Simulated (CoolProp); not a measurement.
A Linde-Hampson liquefier for carbon monoxide: isothermal reversible compression at 300 K from 1 atm to 40 MPa, throttling to 1 atm, return gas leaving the recuperator 0 K below the feed. Each further row changes one setting.

The numbers come from the reference Helmholtz-energy equation of state, Lemmon 2006 in CoolProp. It is a short technical equation, of lower accuracy than the large ones.

| case | liquid yield per pass | compression work (kJ/kg of gas) |
|---|---|---|
| as stated | (withheld) | 539 |
| high pressure 80 MPa | (withheld) | (withheld) |
| warm-end temperature 330 K | (withheld) | (withheld) |
| warm-end gap 5 K | 0.095 | 539 |

Q: Complete the blanks.

A: 
- as stated, liquid yield per pass: 0.105
- high pressure 80 MPa, liquid yield per pass: 0.067
- high pressure 80 MPa, compression work (kJ/kg of gas): 629
- warm-end temperature 330 K, liquid yield per pass: 0.078
- warm-end temperature 330 K, compression work (kJ/kg of gas): 597
